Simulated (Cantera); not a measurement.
## Silicon etching in halogen gases: Si + HBr + H2

A closed system holds: 1 mol Si, 2.7 mol HBr, 46 mol H2, held at 1.50 Torr.

Equilibrium computed with Cantera from the NASA thermochemical tables; the gas is ideal and each condensed phase is pure. Candidate condensed phases: Br2, Si; 19 gas species. The tables' values for SiBr, SiBr3 are old estimates; treat these amounts as uncertain. Kinetics and transport are ignored.

```
T (K)   x H2     x HBr   x SiBr4      x Br   x SiBr2       x H  n Si(s)
-----  -----  --------  --------  --------  --------  --------  -------
450    0.986   4.15e-6    0.0138    <1e-12    <1e-12    <1e-12    0.321
600    0.986  0.000347    0.0136    <1e-12   2.32e-8    <1e-12    0.323
750    0.982   0.00470    0.0124  9.42e-10   1.02e-5  7.01e-12    0.373
900    0.968    0.0233   0.00747   2.68e-7  0.000456   2.57e-9    0.589
1050   0.950    0.0460  0.000852   9.70e-6   0.00271   1.77e-7    0.815
1200   0.949    0.0473   2.46e-5   8.88e-5   0.00389   4.30e-6    0.807
1350   0.949    0.0458   1.26e-6  0.000473   0.00455   5.19e-5    0.777
1500   0.949    0.0437   1.09e-7   0.00178   0.00492  0.000383    0.758
1650   0.947    0.0404   1.26e-8   0.00505   0.00479   0.00198    0.748
```
x: gas mole fraction; n: condensed amount in mol.

From 450 K to 1650 K the condensed part is Si(s). The main Si-bearing gas is SiBr4 at 450 K and SiBr2 at 1650 K. The share of Si in condensed phases is highest at 1050 K (81.5 %) and lowest at 450 K (32.1 %).
